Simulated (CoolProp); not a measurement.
Hydrogen chloride along the isobar 29.1 MPa: Z from the reference equation and from simpler models built on Tc = 324.7 K, pc = 8.314 MPa, ω = 0.130; each cubic takes its own stable root.

The numbers come from the reference Helmholtz-energy equation of state, Thol 2018 in CoolProp.

| T (K) | phase | reference |
|---|---|---|
| 316.9 | liquid | 0.4510 |
| 332.1 | supercritical | 0.4560 |
| 347.2 | supercritical | 0.4658 |
| 362.4 | supercritical | 0.4818 |
| 377.6 | supercritical | 0.5051 |
| 392.8 | supercritical | 0.5363 |
| 407.9 | supercritical | 0.5745 |
| 423.1 | supercritical | 0.6177 |
| 438.3 | supercritical | 0.6618 |
| 453.5 | supercritical | 0.7033 |

Q: How far does each simpler model (van der Waals, Peng-Robinson) lie from the reference over these 10 states: mean and median of the absolute difference, and the worst?

A: 
- van der Waals: mean 27.0 %, median 28.1 %, worst +49.9 % at 316.9 K and 29.1 MPa
- Peng-Robinson: mean 8.3 %, median 8.5 %, worst +11.0 % at 392.8 K and 29.1 MPa
